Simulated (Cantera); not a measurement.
A Cantera script and what it prints.

```python
import numpy as np
import cantera as ct

gas_names = """
    Fe FeO N NO NO2 NO3 N2 N2O O O2 O3 S SN SO SO2 SO3 S2 S2O S8
""".split()
cond_names = """
    Fe(a) Fe(c) Fe(d) Fe(L) FeO(s) FeO(L) FeS(a) FeS(b) FeS(c) FeS(L) FeSO4(s) FeS2(s) Fe2O3(s)
    Fe2S3O12(s) Fe3O4(s) S(cr1) S(cr2) S(L)
""".split()


def load(file, names, dense=False):
    # The tables refer to 1 bar. Condensed volumes are neglected.
    table = {s.name: s for s in ct.Species.list_from_file(file)}
    out = []
    for n in names:
        d = dict(table[n].input_data)
        d["thermo"] = dict(d["thermo"], **{"reference-pressure": 1e5})
        if dense:
            d["equation-of-state"] = {"model": "constant-volume", "density": "1e6 g/cm^3"}
        out.append(ct.Species.from_dict(d))
    return out


gas = ct.Solution(thermo="ideal-gas", species=load("nasa_gas.yaml", gas_names))
cond = {s.name: ct.Solution(thermo="fixed-stoichiometry", species=[s], name=s.name)
        for s in load("nasa_condensed.yaml", cond_names, dense=True)}
atoms = {
    'Fe': {'Fe': 1},
    'SO2': {'S': 1, 'O': 2},
    'N2': {'N': 2},
}
top_T = {'FeSO4(s)': 950, 'FeS2(s)': 1010, 'Fe2O3(s)': 1830, 'Fe2S3O12(s)': 1100, 'Fe3O4(s)': 1870}  # K; cautious upper limits of use, not melting points


def equilibrate(T, P, feed):
    n = {}
    for name, mol in feed.items():
        for a, k in atoms[name].items():
            n[a] = n.get(a, 0.0) + k * mol
    gas.TPX = T, P, n
    mass = sum(n.values()) * gas.mean_molecular_weight
    gas.equilibrate("TP")
    valid = [c for c in cond.values() if c.min_temp <= T <= top_T.get(c.name, c.max_temp)]
    mix = ct.Mixture([(gas, mass / gas.mean_molecular_weight)] + [(c, 0.0) for c in valid])
    mix.T, mix.P = T, P
    mix.equilibrate("TP", solver="vcs", rtol=1e-11, max_steps=5000)
    return mix


results = []
feed = {'Fe': 1, 'SO2': 1.2, 'N2': 90}  # mol
P = 8900  # Pa
for T in [1375, 1425, 1475, 1525, 1575, 1625, 1675, 1725, 1775, 1825]:
    mix = equilibrate(T, P, feed)
    results.append((T, P, feed, dict(zip(mix.species_names, mix.species_moles))))
    x = sorted(zip(gas.X, gas.species_names), reverse=True)
    print(f"T = {T:g} K  P = {P:g} Pa  gas = {mix.phase_moles(0):.4g} mol")
    print("   x: " + "  ".join(f"{s} {v:.3e}" for v, s in x if v > 0.001))
    print("   condensed (mol): " + ("  ".join(f"{mix.phase(i).name} {mix.phase_moles(i):.4g}"
          for i in range(1, mix.n_phases) if mix.phase_moles(i) > 1e-12) or "none"))
```

It prints:

```
T = 1375 K  P = 8900 Pa  gas = 90.95 mol
   x: N2 9.895e-01  SO2 7.617e-03  S2 2.694e-03
   condensed (mol): FeO(s) 1
T = 1425 K  P = 8900 Pa  gas = 90.95 mol
   x: N2 9.895e-01  SO2 7.589e-03  S2 2.679e-03
   condensed (mol): FeO(s) 1
T = 1475 K  P = 8900 Pa  gas = 90.96 mol
   x: N2 9.895e-01  SO2 7.550e-03  S2 2.659e-03
   condensed (mol): FeO(s) 1
T = 1525 K  P = 8900 Pa  gas = 90.96 mol
   x: N2 9.895e-01  SO2 7.501e-03  S2 2.633e-03
   condensed (mol): FeO(s) 1
T = 1575 K  P = 8900 Pa  gas = 90.96 mol
   x: N2 9.894e-01  SO2 7.439e-03  S2 2.599e-03
   condensed (mol): FeO(s) 0.9999
T = 1625 K  P = 8900 Pa  gas = 90.97 mol
   x: N2 9.894e-01  SO2 7.363e-03  S2 2.555e-03
   condensed (mol): FeO(s) 0.9997
T = 1675 K  P = 8900 Pa  gas = 90.97 mol
   x: N2 9.893e-01  SO2 7.272e-03  S2 2.499e-03
   condensed (mol): FeO(L) 0.9992
T = 1725 K  P = 8900 Pa  gas = 90.98 mol
   x: N2 9.892e-01  SO2 7.167e-03  S2 2.429e-03  SO 1.051e-03
   condensed (mol): FeO(L) 0.9979
T = 1775 K  P = 8900 Pa  gas = 90.99 mol
   x: N2 9.891e-01  SO2 7.053e-03  S2 2.340e-03  SO 1.310e-03
   condensed (mol): FeO(L) 0.9948
T = 1825 K  P = 8900 Pa  gas = 91.01 mol
   x: N2 9.889e-01  SO2 6.940e-03  S2 2.226e-03  SO 1.606e-03
   condensed (mol): FeO(L) 0.988
```

Cantera equilibrium calculation (NASA polynomials, part measured and part estimated; ideal gas, pure solids and liquids). The tables' stoichiometric FeO is somewhat more stable than real wüstite, so its field is too wide. FeO: taken at fixed stoichiometry.
